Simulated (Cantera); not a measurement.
Feed: 1 mol SiF4, 15 mol NH3, equilibrated at 800 K and 21.0 Pa.

These are equilibrium values from Cantera (NASA tables, ideal gas, pure condensed phases), not measurements of a reactor. Candidate condensed phases: Si, Si3N4; 37 gas species. Equilibrium is a limit: real reactors are often held back by kinetics, nucleation or transport.

Task: What is the equilibrium state?

Result: 
| Item | Result |
|---|---|
| x(H2) | 0.726 |
| x(N2) | 0.242 |
| x(SiF4) | 0.0322 |
| x(HF) | 0.000101 |
| x(SiHF3) | 8.12e-6 |
| n(Si3N4(s)) | 0.000241 mol |
| gas amount | 31.00 mol |
| log10 activity of Si(s) (absent) | -7.58 |
